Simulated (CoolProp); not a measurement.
Properties of R1233zd(E) along the isobar 158 bar (Tc = 165.7 °C, pc = 35.83 bar, ω = 0.304).

Values from CoolProp's reference Helmholtz-energy equation of state, Akasaka 2022.

| T (°C) | phase | cp (kJ/(kg K)) | cv (kJ/(kg K)) | speed of sound (m/s) |
|---|---|---|---|---|
| -63.35 | liquid | 1.019 | 0.7144 | 1110 |
| -52.85 | liquid | 1.034 | 0.7260 | 1070 |
| -42.35 | liquid | 1.049 | 0.7382 | 1030 |
| -31.95 | liquid | 1.064 | 0.7509 | 990.9 |
| -21.45 | liquid | 1.079 | 0.7642 | 952.1 |
| -10.95 | liquid | 1.095 | 0.7778 | 914.1 |
| -0.55 | liquid | 1.111 | 0.7914 | 877.3 |
| 9.95 | liquid | 1.127 | 0.8051 | 841.0 |
| 20.45 | liquid | 1.144 | 0.8187 | 805.6 |
| 30.85 | liquid | 1.160 | 0.8320 | 771.5 |
